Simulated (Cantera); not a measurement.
Nitride etching: BN + H2O + N2

Charge: 1 mol BN, 0.48 mol H2O, 0.64 mol N2.

Equilibrium computed with Cantera from the NASA thermochemical tables; the gas is ideal and each condensed phase is pure. Candidate condensed phases: B, BN, B2O3, B3O3H3, H2O; 39 gas species. Mutual solubility and eutectic melting of coexisting phases are not modelled. Gases not in the tables: H3BO3. Rates play no part.

Stable condensed phases:

```
T in K \ P in Pa
              1    5.2     27    140    720   3700  19000 100000
   1875       A      B      B      B      B      B      C      C
   1775       B      B      B      B      B      C      C      C
   1675       B      B      B      B      C      C      C      C
   1575       B      B      B      C      C      C      C      C
   1475       B      B      C      C      C      C      C      C
   1375       B      C      C      C      C      C      C      C
   1275       C      C      C      C      C      C      C      C
   1175       C      C      C      C      C      C      C      C
   1075       C      C      C      C      C      C      C      C
    975       C      C      C      C      C      C      C      C
    875       C      C      C      C      C      C      C      C
    775       C      C      C      C      C      C      C      C
```

A: B; B: BN; C: BN + B2O3.
